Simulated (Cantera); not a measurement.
A perfectly stirred reactor is fed with H2 : O2 = 0.33 : 1 (molar parts), equivalence ratio 0.17, at 0.00217 atm; it is held at 1425 K, and followed from long to short residence time.

Computed with Cantera and the H2/O2 subset of GRI-Mech 3.0, which has no nitrogen chemistry. Radical loss at walls, strong at low pressure, is not modelled. The temperature is held fixed by assumption; the heat of reaction is taken as removed at once.

```csv
quantity,before,after
x(H2) at τ = 0.390 s,0.0115,0.00781
x(O2) at τ = 0.390 s,0.638,0.681
x(H) at τ = 0.390 s,0.0454,0.0328
x(OH) at τ = 0.390 s,0.0192,0.00525
x(O) at τ = 0.390 s,0.0693,0.0296
x(H2) at τ = 42.0 ms,0.0161,0.0197
x(O2) at τ = 42.0 ms,0.606,0.645
x(H) at τ = 42.0 ms,0.0744,0.0892
x(OH) at τ = 42.0 ms,0.0215,0.00741
x(O) at τ = 42.0 ms,0.0958,0.0531
```

**Question.** What was changed between the two runs?
A) temperature 1425 to 1073 K
B) O2 1 to 0.17 parts
C) pressure from 0.00217 atm to 0.0132 atm
D) temperature 1425 to 1298 K

**Answer.** A, temperature 1425 to 1073 K
